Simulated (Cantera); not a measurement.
Cantera run:

```python
import numpy as np
import cantera as ct

gas_names = [...]  # 113 gases of nasa_gas.yaml made of C, H, O, Ti
cond_names = """
    C(gr) C6H6(L) C7H8(L) C8H18(L),n-octa H2O(s) H2O(L) Ti(a) Ti(b) Ti(L) TiC(s) TiC(L) TiO(a) TiO(b)
    TiO(L) TiO2(ru) TiO2(L) Ti2O3(a) Ti2O3(b) Ti2O3(L) Ti3O5(a) Ti3O5(b) Ti3O5(L) Ti4O7(s) Ti4O7(L)
""".split()


# ... load() reads the species with a 1 bar reference pressure and builds the phases ...
atoms = {
    'Ti(OiPr)4': {'Ti': 1, 'C': 12, 'H': 28, 'O': 4},
    'C3H8': {'C': 3, 'H': 8},
}
top_T = {'C(gr)': 4500}  # K; cautious upper limits of use, not melting points


# ... equilibrate(T, P, feed) seeds the gas with the atoms and calls Mixture.equilibrate('TP', solver="vcs", rtol=1e-11, max_steps=5000) ...
results = []
feed = {'Ti(OiPr)4': 1, 'C3H8': 2.1}  # mol
T = 1500  # K
P = 210  # Pa
mix = equilibrate(T, P, feed)
results.append((T, P, feed, dict(zip(mix.species_names, mix.species_moles))))
print(gas.report(threshold=0.001))
for i in range(1, mix.n_phases):
    print(f"{mix.phase(i).name:16s} {mix.phase_moles(i):12.5e} mol")
```

It prints:

```
       temperature   1500 K
          pressure   210 Pa
           density   0.00010025 kg/m^3
  mean mol. weight   5.9537 kg/kmol
   phase of matter   gas

                          1 kg             1 kmol
                     ---------------   ---------------
          enthalpy        3.3658e+06        2.0039e+07  J
   internal energy         1.271e+06        7.5671e+06  J
           entropy             41024        2.4424e+05  J/K
    Gibbs function        -5.817e+07       -3.4632e+08  J
 heat capacity c_p            5505.1             32776  J/K
 heat capacity c_v            4108.6             24461  J/K

                      mass frac. Y      mole frac. X     chem. pot. / RT
                     ---------------   ---------------   ---------------
                CO            0.7127           0.15149           -43.679
                H2           0.28719           0.84815           -24.933
     [ +111 minor]        0.00010557        0.00036583

C(gr)             1.32995e+01 mol
Ti(b)             0.00000e+00 mol
TiC(s)            1.00000e+00 mol
TiO(b)            0.00000e+00 mol
TiO2(ru)          0.00000e+00 mol
Ti2O3(b)          0.00000e+00 mol
Ti3O5(b)          0.00000e+00 mol
Ti4O7(s)          0.00000e+00 mol
```

These are equilibrium values from Cantera (NASA tables, ideal gas, pure condensed phases), not measurements of a reactor. The feed counts by its element totals alone. TiC: taken at fixed stoichiometry.
